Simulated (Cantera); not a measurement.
A perfectly stirred reactor is fed with 3.70 % CH₄, 5.55 % H₂, 8.47 % O₂, 79.5 % N₂, 2.77 % H₂O, at 4.93 atm; it is adiabatic with a 625 K inlet, and is followed from long to short residence time, starting on the burning branch (τ in s: 0.086, 0.025, 0.007, 0.002, 0.00058, 0.00017, 4.7e-05, 1.4e-05, 3.9e-06).

Cantera simulation using GRI-Mech 3.0 (53 species, 325 reactions); the numbers are that mechanism's predictions, not measurements.

x: mole fraction; the columns are a selection and need not sum to one.

```json
[
 {"τ (s)": "0.086", "T (K)": "1616", "x CH₄": "0.00190", "x H₂": "0.0158", "x O₂": "0.00118", "x H": "1.86e-5", "x C₂H₄": "4.84e-5", "x CH₂CO": "1.33e-5", "x HO₂": "7.18e-7"},
 {"τ (s)": "0.025", "T (K)": "1600", "x CH₄": "0.00198", "x H₂": "0.0162", "x O₂": "(withheld)", "x H": "(withheld)", "x C₂H₄": "(withheld)", "x CH₂CO": "(withheld)", "x HO₂": "(withheld)"},
 {"τ (s)": "0.0070", "T (K)": "1566", "x CH₄": "0.00241", "x H₂": "0.0170", "x O₂": "0.00491", "x H": "5.26e-5", "x C₂H₄": "0.000149", "x CH₂CO": "3.38e-5", "x HO₂": "6.45e-6"},
 {"τ (s)": "0.0020", "T (K)": "625", "x CH₄": "0.0370", "x H₂": "0.0555", "x O₂": "0.0847", "x H": "<1e-12", "x C₂H₄": "<1e-12", "x CH₂CO": "<1e-12", "x HO₂": "<1e-12"},
 {"τ (s)": "0.00058", "T (K)": "625", "x CH₄": "0.0370", "x H₂": "0.0555", "x O₂": "0.0847", "x H": "<1e-12", "x C₂H₄": "<1e-12", "x CH₂CO": "<1e-12", "x HO₂": "<1e-12"},
 {"τ (s)": "0.00017", "T (K)": "625", "x CH₄": "0.0370", "x H₂": "0.0555", "x O₂": "0.0847", "x H": "<1e-12", "x C₂H₄": "<1e-12", "x CH₂CO": "<1e-12", "x HO₂": "<1e-12"},
 {"τ (s)": "4.7e-5", "T (K)": "625", "x CH₄": "0.0370", "x H₂": "0.0555", "x O₂": "0.0847", "x H": "<1e-12", "x C₂H₄": "<1e-12", "x CH₂CO": "<1e-12", "x HO₂": "<1e-12"},
 {"τ (s)": "1.4e-5", "T (K)": "625", "x CH₄": "0.0370", "x H₂": "0.0555", "x O₂": "0.0847", "x H": "<1e-12", "x C₂H₄": "<1e-12", "x CH₂CO": "<1e-12", "x HO₂": "<1e-12"},
 {"τ (s)": "3.9e-6", "T (K)": "625", "x CH₄": "0.0370", "x H₂": "0.0555", "x O₂": "0.0847", "x H": "<1e-12", "x C₂H₄": "<1e-12", "x CH₂CO": "<1e-12", "x HO₂": "<1e-12"}
]
```

Task: Some entries are withheld; supply them.

Result: 
- 0.025, x O₂: 0.00230
- 0.025, x H: 3.21e-5
- 0.025, x C₂H₄: 8.48e-5
- 0.025, x CH₂CO: 2.23e-5
- 0.025, x HO₂: 2.10e-6
